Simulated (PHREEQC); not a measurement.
**Leach liquor: an equilibrium model**

Solution (80 °C): 100 mmol/kgw H2SO4, 0.058 mmol/kgw CuSO4 and 16 mmol/kgw MgSO4. Closed to the air; pH follows from the charge balance.

All values are PHREEQC results (ion-association model, wateq4f.dat), not measurements.

Each row changes one thing in this solution. This is a speciation only: nothing precipitates in the calculation.

```csv
case,pH,ionic strength (mol/kgw),HSO4- (mol/kgw),Mg+2 (mol/kgw),SO4-2 (mol/kgw),MgSO4 (mol/kgw),SI of Epsomite (MgSO4:7H2O),SI of Chalcanthite (CuSO4:5H2O)
as made,1.11,0.136,0.102,0.00995,0.00804,0.00605,-3.29,-4.96
MgSO4 from 0.016 to 0.032 mol/kgw,1.15,0.158,0.109,0.0192,0.00982,0.0128,-2.96,-4.92
H2SO4 from 0.1 to 1 mol/kgw,0.14,1.06,0.996,0.0122,0.0162,0.00383,-3.49,-5.32
diluted 100-fold with water,2.81,(withheld),0.000376,0.000119,0.000744,4.14e-5,-5.45,-7.16
H2SO4 left out,(withheld),0.0271,(withheld),(withheld),0.00676,0.00927,-3.10,-4.71
temperature from 80 to 85 °C,1.11,0.135,0.103,0.0101,0.00717,0.00589,-3.36,-5.02
CuSO4 from 5.8e-05 to 1.16e-05 mol/kgw,1.11,0.136,0.102,0.00995,0.00804,0.00605,-3.29,-5.65
```

Q: Some entries are withheld; supply them.

A: 
- diluted 100-fold with water, ionic strength (mol/kgw): 0.00273
- H2SO4 left out, pH: 5.82
- H2SO4 left out, HSO4- (mol/kgw): 2.45e-6
- H2SO4 left out, Mg+2 (mol/kgw): 0.00673

The ionic strength passes 0.7 mol/kgw, the rough limit of the ion-association models, in H2SO4 from 0.1 to 1 mol/kgw. Some of these states are supersaturated (in Tenorite (slow to form), for instance). Constants without temperature data keep their 25 °C values here.
